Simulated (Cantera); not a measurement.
Mixture: CH4 : C2H6 : C3H8 : O2 : N2 = 1 : 0.088 : 0.92 : 6.28 : 30.8 (molar parts), equivalence ratio 1.1, at 270000 Pa, adiabatic and at constant volume. Ignition delay is the time to a rise of 400 K.

Detailed kinetics in Cantera: GRI-Mech 3.0 (53 species, 325 reactions). GRI-Mech 3.0 was tuned for natural gas; its chemistry of propane as a main component is partial and can be far from experiment.

Problem. What does this change do: N2 30.8 to 68 parts?

Solution. 
```csv
quantity,before,after
delay at 1225 K,2.53 ms,4.45 ms
delay at 1300 K,0.710 ms,1.25 ms
delay at 1375 K,0.235 ms,0.414 ms
delay at 1450 K,92.6 µs,0.163 ms
delay at 1525 K,42.7 µs,74.9 µs
delay at 1600 K,22.6 µs,39.6 µs
apparent activation energy between 1450 and 1600 K,180 kJ/mol,180 kJ/mol
```
